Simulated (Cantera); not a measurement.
Charge: 1 mol borazine, 7.6 mol O₂, 190 mol N₂, 62 mol H₂, held at 750 °C and 58.0 mbar.

Method: chemical equilibrium by Gibbs-energy minimisation in Cantera with the NASA 1993 tables (ideal gas, pure condensed phases). Candidate condensed phases: B, BN, B₂O₃, B₃O₃H₃, H₂O; 39 gas species. The feed counts by its element totals alone. Gases not in the tables: H₃BO₃. Rates play no part.

Base state: N₂ 0.747, H₂ 0.212, H₂O 0.0416, (HBO₂)₃ 5.08e-5, HBO₂ 3.56e-5 (mole fractions); condensed: B₂O₃(l).

Task: What changes in the equilibrium state with this change: borazine replaced by B₂O₃?

Result: 
| species | before | after |
|---|---|---|
| N₂ | 0.747 | 0.754 |
| H₂ | 0.212 | 0.186 |
| H₂O | 0.0416 | 0.0602 |
| (HBO₂)₃ | 5.08e-5 | 8.84e-5 |
| HBO₂ | 3.56e-5 | 4.27e-5 |
| B₂O₃(l), mol | 1.48 | 0.961 |
